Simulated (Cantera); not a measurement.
An adiabatic, constant-pressure homogeneous reactor starts with 23.9 % H₂, 16.0 % O₂, 60.1 % N₂, at 1225 K and 1900000 Pa.

Cantera simulation using the H2/O2 subset of GRI-Mech 3.0, which has no nitrogen chemistry; the numbers are that mechanism's predictions, not measurements. The hydrogen kinetics of GRI-Mech 3.0 are dated; newer H2 mechanisms differ, most at raised pressure. The pressure lies above the range GRI-Mech 3.0 was tuned for (to about 10 atm).

One state of this run: T (K) = 2784; x H₂ = 0.00580; x O₂ = 0.0429; x H = 0.00136; x H₂O = 0.255; x H₂O₂ = 2.80e-6; x O = 0.00243. x: mole fraction; the columns are a selection and need not sum to one.

Question: Which value of t (s) does it belong to?
A) 6.00e-6
B) 5.53e-5
C) 2.64e-5
D) 0.0207

Answer: D, 0.0207
